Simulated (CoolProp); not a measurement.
Model: reference Helmholtz-energy equation of state, Schmidt 1985, in CoolProp.

**Question.** Give the vapour pressure (MPa), vapour density (kg/m³), enthalpy of vaporisation (kJ/kg), liquid cp (kJ/(kg K)) of saturated oxygen at 119.6, 130.1 K.

**Answer.** 
```
T (K)  p (MPa)  vapour density (kg/m³)  enthalpy of vaporisation (kJ/kg)  liquid cp (kJ/(kg K))
-----  -------  ----------------------  --------------------------------  ---------------------
119.6    0.999                    38.4                               174                   1.92
130.1     1.76                    68.7                               153                   2.16
```
